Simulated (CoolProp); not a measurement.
Vapour-liquid equilibrium of n-heptane (1) + o-xylene (2) at 0.778 MPa; x and y are mole fractions of (1).

Model: multi-fluid Helmholtz-energy mixture model, Span 2003 and Zhou 2012; pair parameters Bell 2016, in CoolProp.

Task: Give the bubble temperature and the first vapour's composition at x = 0.2, 0.65, 0.8. Is there an azeotrope?

Result: x = 0.2: 224.4 °C, y = 0.367; x = 0.65: 199.9 °C, y = 0.791; x = 0.8: 194.0 °C, y = 0.886. No azeotrope shows between x = 0.05 and 0.95.

Pair parameters are fitted to limited data, so mixtures are less certain than the pure fluids.
